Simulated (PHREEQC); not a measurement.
1 kg of water holding 0.073 mol/kgw KOH meets 20 L of dry gas (N2 0.54, O2 0.46 by moles) at fixed total pressure, at 100 °C; fugacities by Peng-Robinson. The gases take part in no redox reaction, some water evaporates into the gas, and hydrates or a liquid gas phase aren't modelled. No solid was allowed to form.

All values are PHREEQC results (ion-association model, phreeqc.dat), not measurements.

| P (atm) | dissolved N2 (mol/kgw) | φ of N2 | p of N2 (atm) | dissolved O2 (mol/kgw) |
|---|---|---|---|---|
| 2 | 0.000244 | 1.004 | 0.540 | 0.000347 |
| 5 | 0.000969 | 1.003 | 2.15 | 0.00138 |
| 10 | 0.00217 | 1.003 | 4.84 | 0.00307 |
| 20 | 0.00454 | 1.003 | 10.2 | 0.00639 |
| 30 | 0.00687 | 1.004 | 15.6 | 0.00963 |
| 40 | 0.00916 | 1.005 | 21.0 | 0.0128 |
| 50 | 0.0114 | 1.006 | 26.4 | 0.0158 |
| 75 | 0.0169 | 1.010 | 39.8 | 0.0231 |
| 100 | 0.0222 | 1.015 | 53.3 | 0.0300 |
| 150 | 0.0322 | 1.028 | 80.2 | 0.0425 |
| 200 | 0.0416 | 1.044 | 107 | 0.0537 |
| 300 | 0.0590 | 1.084 | 161 | 0.0729 |
| 400 | 0.0748 | 1.134 | 215 | 0.0889 |

Species that the database lacks are ignored. Away from 25 °C the constants follow the database's enthalpies or fits; those with neither stay at their 25 °C values.
